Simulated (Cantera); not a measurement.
An adiabatic, constant-pressure homogeneous reactor starts with CH₄ : CO : O₂ : N₂ = 1 : 0.31 : 1.44 : 5.4 (molar parts), at 1773 K and 100000 Pa. Integrator tolerance rtol = 1e-08.

Cantera simulation using GRI-Mech 3.0 (53 species, 325 reactions); the numbers are that mechanism's predictions, not measurements.

```
quantity                                                            before                                    after
---------------------------------  ---------------------------------------  ---------------------------------------
time of steepest temperature rise                                 0.146 ms                                 0.697 ms
temperature at 2.00 s                                               2838 K                                   2758 K
equilibrium temperature                                             2838 K                                   2758 K
x(CH₄) at 2.00 s                     <1e-12 (gas-phase equilibrium <1e-12)    <1e-12 (gas-phase equilibrium <1e-12)
x(CO) at 2.00 s                        0.110 (gas-phase equilibrium 0.110)      0.108 (gas-phase equilibrium 0.108)
x(O₂) at 2.00 s                    0.00349 (gas-phase equilibrium 0.00349)  0.00219 (gas-phase equilibrium 0.00219)
x(H₂O) at 2.00 s                       0.142 (gas-phase equilibrium 0.142)      0.150 (gas-phase equilibrium 0.150)
x(CO₂) at 2.00 s                     0.0363 (gas-phase equilibrium 0.0363)    0.0395 (gas-phase equilibrium 0.0395)
x(CH₂CO) at 2.00 s                   <1e-12 (gas-phase equilibrium <1e-12)    <1e-12 (gas-phase equilibrium <1e-12)
```

Name the change that produced these shifts.
A. initial temperature 1773 to 1575 K
B. pressure from 100000 Pa to 22000 Pa
C. pressure from 100000 Pa to 220000 Pa
D. pressure from 100000 Pa to 1000000 Pa

A, initial temperature 1773 to 1575 K
